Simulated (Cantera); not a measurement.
A freely propagating, adiabatic, planar premixed flame of CH4 : C2H6 : O2 : N2 : H2O = 1 : 0.11 : 1.59 : 5.98 : 1.9 (molar parts), equivalence ratio 1.5, unburnt at 650 K and 6.61 atm; mixture-averaged transport, grid criteria slope 0.08 and curve 0.16, no radiation.

Computed with Cantera and GRI-Mech 3.0 (53 species, 325 reactions). Burning velocities carry a grid error of a few per cent, more on coarse grids.

**Question.** How do the results move with these cheaper or finer settings: unity-Lewis-number transport; multicomponent transport; multicomponent+Soret transport; grid criteria slope 0.5, curve 1; grid criteria slope 0.25, curve 0.5; grid criteria slope 0.03, curve 0.06?

**Answer.** 
| setting | laminar burning velocity | thermal thickness | peak x(CH3) | peak x(HCN) | grid points |
|---|---|---|---|---|---|
| as above | 18.4 cm/s | 0.291 mm | 0.000740 | 1.94e-6 | 124 |
| unity-Lewis-number transport | 14.8 cm/s | 0.338 mm | 0.000662 | 2.03e-6 | 126 |
| multicomponent transport | 18.8 cm/s | 0.296 mm | 0.000747 | 1.94e-6 | 124 |
| multicomponent+Soret transport | 18.8 cm/s | 0.293 mm | 0.000752 | 2.01e-6 | 124 |
| grid criteria slope 0.5, curve 1 | 19.8 cm/s | 0.323 mm | 0.000732 | 1.89e-6 | 31 |
| grid criteria slope 0.25, curve 0.5 | 19.1 cm/s | 0.306 mm | 0.000731 | 1.90e-6 | 48 |
| grid criteria slope 0.03, curve 0.06 | 18.0 cm/s | 0.288 mm | 0.000737 | 1.95e-6 | 313 |
The base run took very roughly 5 core-seconds.
Unity Lewis numbers drop preferential diffusion, which matters most where H2 and H carry the flame; Soret adds thermal diffusion.
